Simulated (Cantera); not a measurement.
**Equilibrium for carbon deposition, reforming and gasification: CH3OH + CO2**

Input: 1 mol CH3OH, 0.11 mol CO2, equilibrated at 0.550 bar.

Equilibrium computed with Cantera from the NASA thermochemical tables; the gas is ideal and each condensed phase is pure. Candidate condensed phases: C, C6H6, C7H8, C8H18, H2O; 131 gas species. Ions and electrons are included (thermal ionisation). The numbers say what is thermodynamically allowed, not how fast it happens.

From 3000 K to 5000 K nothing is condensed. The main C-bearing gas is CO throughout.

```
T (K)    x H     x H2   x CO    x H2O       x O
-----  -----  -------  -----  -------  --------
3000   0.149    0.491  0.327   0.0270  0.000507
3500   0.419    0.277  0.277   0.0112   0.00691
4000   0.652   0.0919  0.233  0.00105    0.0173
4500   0.735   0.0249  0.218  6.06e-5    0.0203
5000   0.755  0.00759  0.212  5.25e-6    0.0226
```
x: gas mole fraction; nothing condenses.
